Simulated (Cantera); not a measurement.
Charge: 1 mol Si3N4, 3.1 mol H2O, held at 0.00133 bar.

These are equilibrium values from Cantera (NASA tables, ideal gas, pure condensed phases), not measurements of a reactor. Candidate condensed phases: H2O, Si, SiO2, Si2N2O, Si3N4; 35 gas species. Mutual solubility and eutectic melting of coexisting phases are not modelled. The tables hold silica as quartz up to 1696 K and as liquid above; real silica turns to tridymite and cristobalite and melts near 1996 K. The numbers say what is thermodynamically allowed, not how fast it happens.

Q: Which condensed phases are stable at each of these points (T (K)): 1300, 1350, 1400, 1450, 1500, 1550, 1600, 1650, 1700, 1750?

A: 
```
T (K)            condensed phases  Si condensed (%)
-----  --------------------------  ----------------
1300   SiO2(β-quartz) + Si2N2O(s)             100.0
1350   SiO2(β-quartz) + Si2N2O(s)             100.0
1400   SiO2(β-quartz) + Si2N2O(s)              99.8
1450   SiO2(β-quartz) + Si2N2O(s)              99.2
1500   SiO2(β-quartz) + Si2N2O(s)              96.6
1550   SiO2(β-quartz) + Si2N2O(s)              86.3
1600   SiO2(β-quartz) + Si2N2O(s)              32.7
1650               SiO2(β-quartz)               3.3
1700              SiO2(condensed)               3.3
1750              SiO2(condensed)               3.2
```

From 1300 K to 1600 K the condensed part is SiO2(β-quartz) + Si2N2O(s). At 1650 K the condensed part is SiO2(β-quartz). From 1700 K to 1750 K the condensed part is SiO2(condensed).
